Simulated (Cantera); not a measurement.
Feed: 1 mol PbO, 1.6 mol CO, equilibrated at 240000 Pa.

Method: chemical equilibrium by Gibbs-energy minimisation in Cantera with the NASA 1993 tables (ideal gas, pure condensed phases). Candidate condensed phases: C, Pb, PbO, PbO2, Pb3O4; 15 gas species. Gases not in the tables: (PbO)n polymers. Equilibrium is a limit: real reactors are often held back by kinetics, nucleation or transport.

log p: log10 of the partial pressure in bar; n: condensed amount in mol.

```csv
T (K),log p CO2,log p Pb,log p CO,log p PbO,log p Pb2,n Pb(l)
1798,0.12,-0.57,-0.10,-2.48,?,0.796
1848,0.10,-0.43,-0.12,-2.22,?,0.702
1898,0.07,-0.30,-0.14,-1.98,?,0.563
1948,0.02,-0.17,-0.18,-1.76,?,0.352
1998,-0.05,-0.05,-0.23,-1.55,-2.42,0.0121
2048,-0.05,-0.05,-0.23,-1.46,-2.46,0
2098,-0.05,-0.06,-0.22,-1.39,-2.51,0
2148,-0.06,-0.06,-0.22,-1.31,-2.55,0
2198,-0.06,-0.06,-0.21,-1.25,-2.60,0
2248,-0.07,-0.07,-0.21,-1.18,-2.64,0
2298,-0.07,-0.07,-0.20,-1.13,-2.68,0
2348,-0.08,-0.08,-0.19,-1.07,-2.73,0
2398,-0.08,-0.08,-0.19,-1.02,-2.77,0
```

**Question.** Some entries are withheld; supply them.

**Answer.** 
- 1798, log p Pb2: -3.27
- 1848, log p Pb2: -3.04
- 1898, log p Pb2: -2.82
- 1948, log p Pb2: -2.62
